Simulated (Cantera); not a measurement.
Input (Python, Cantera) and output of one run.

```python
import numpy as np
import cantera as ct

gas_names = """
    Br Br2 H HBr H2 Si SiBr SiBr2 SiBr3 SiBr4 SiH SiHBr3 SiH2 SiH2Br2 SiH3 SiH3Br SiH4 Si2 Si3
""".split()
cond_names = """
    Br2(cr) Br2(L) Si(cr) Si(L)
""".split()


# ... load() reads the species with a 1 bar reference pressure and builds the phases ...
atoms = {
    'Si': {'Si': 1},
    'HBr': {'H': 1, 'Br': 1},
}
top_T = {}  # K; cautious upper limits of use, not melting points


# ... equilibrate(T, P, feed) seeds the gas with the atoms and calls Mixture.equilibrate('TP', solver="vcs", rtol=1e-11, max_steps=5000) ...
results = []
feed = {'Si': 1, 'HBr': 4}  # mol
T = 700  # K
P = 1.2  # Pa
mix = equilibrate(T, P, feed)
results.append((T, P, feed, dict(zip(mix.species_names, mix.species_moles))))
x = sorted(zip(gas.X, gas.species_names), reverse=True)
print(f"T = {T:g} K  P = {P:g} Pa  gas = {mix.phase_moles(0):.4g} mol")
print("   x: " + "  ".join(f"{s} {v:.3e}" for v, s in x if v > 1e-05))
print("   condensed (mol): " + ("  ".join(f"{mix.phase(i).name} {mix.phase_moles(i):.4g}"
      for i in range(1, mix.n_phases) if mix.phase_moles(i) > 1e-12) or "none"))
```

Result:

```
T = 700 K  P = 1.2 Pa  gas = 3.01 mol
   x: H2 6.562e-01  SiBr4 3.272e-01  HBr 1.481e-02  SiHBr3 1.572e-03  SiBr2 1.180e-04  SiBr3 7.598e-05
   condensed (mol): Si(cr) 0.009721
```

Equilibrium computed with Cantera from the NASA thermochemical tables; the gas is ideal and each condensed phase is pure. The tables' values for SiBr3 are old estimates; treat these amounts as uncertain.
